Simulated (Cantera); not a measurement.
A closed system holds: 1 mol SiH₂Cl₂, 0.51 mol C₃H₈, a varied amount of H₂, equilibrated at 2223 K and 0.133 bar.

These are equilibrium values from Cantera (NASA tables, ideal gas, pure condensed phases), not measurements of a reactor. Candidate condensed phases: C, C₆H₆, C₇H₈, C₈H₁₈, Si, SiC; 109 gas species. The tables' values for SiCl are old estimates; treat these amounts as uncertain. Gases not in the tables: Si₂H₆ and higher silanes. Rates play no part.

Question: At 77 mol H₂, list the 5 most abundant gas species with their mole fractions, and the condensed phases.

Answer: H₂ 0.955, HCl 0.0238, H 0.0171, C₂H₂ (acetylene) 0.00277, Si 0.000397. Condensed: C(graphite) + SiC(s).
